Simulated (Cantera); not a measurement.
An isothermal, constant-pressure homogeneous reactor starts with 27.8 % C2H4, 72.2 % H2, at 1348 K and 0.350 bar.

Model: GRI-Mech 3.0 (53 species, 325 reactions), integrated in Cantera. GRI-Mech 3.0 was tuned for natural gas; its chemistry of ethylene as a main component is partial and can be far from experiment. GRI-Mech 3.0 stops at C3 and has no aromatics, soot or wall deposition, so with more carbon than oxygen in the feed, carbon stays in small species such as C2H2 where larger ones or solid carbon would form.

Q: Predict: x(C2H4) at 10.0 s; x(H2) at 10.0 s; x(C2H6) at 10.0 s; x(H) at 10.0 s; x(CH4) at 10.0 s.

A: 
| Item | Result |
|---|---|
| x(C2H4) at 10.0 s | 0.0426 (gas-phase equilibrium 0.0350) |
| x(H2) at 10.0 s | 0.630 (gas-phase equilibrium 0.579) |
| x(C2H6) at 10.0 s | 0.000270 (gas-phase equilibrium 0.000223) |
| x(H) at 10.0 s | 4.42e-6 (gas-phase equilibrium 3.00e-6) |
| x(CH4) at 10.0 s | 0.200 (gas-phase equilibrium 0.273) |
